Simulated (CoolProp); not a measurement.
Model: reference Helmholtz-energy equation of state, de Reuck 1990, in CoolProp.

### Question
For fluorine, give the phase and the Z, speed of sound (m/s), expansivity (1/kK), fugacity coefficient at -17.95 °C and 7980 kPa; -18.25 °C and 7310 kPa; -169.85 °C and 1030 kPa.

### Answer
- -17.95 °C and 7980 kPa: supercritical; Z 0.939, speed of sound 279, expansivity 5.11, fugacity coefficient 0.934
- -18.25 °C and 7310 kPa: supercritical; Z 0.942, speed of sound 278, expansivity 5.03, fugacity coefficient 0.939
- -169.85 °C and 1030 kPa: liquid; Z 0.0334, speed of sound 667, expansivity 6.16, fugacity coefficient 0.492
